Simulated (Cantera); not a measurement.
Input: 1 mol B2H6, 0.39 mol H2O, equilibrated at 1800 Pa.

Method: chemical equilibrium by Gibbs-energy minimisation in Cantera with the NASA 1993 tables (ideal gas, pure condensed phases). Candidate condensed phases: B, B2O3, B3O3H3, H2O; 23 gas species. The feed counts by its element totals alone. Mutual solubility and eutectic melting of coexisting phases are not modelled. Equilibrium is a limit: real reactors are often held back by kinetics, nucleation or transport.

**Question.** At 1175 K, list the 3 most abundant gas species with their mole fractions, and the condensed phases.

**Answer.** H2 0.999, B3O3H3 0.000911, HBO 0.000283. Condensed: B(s) + B2O3(l).
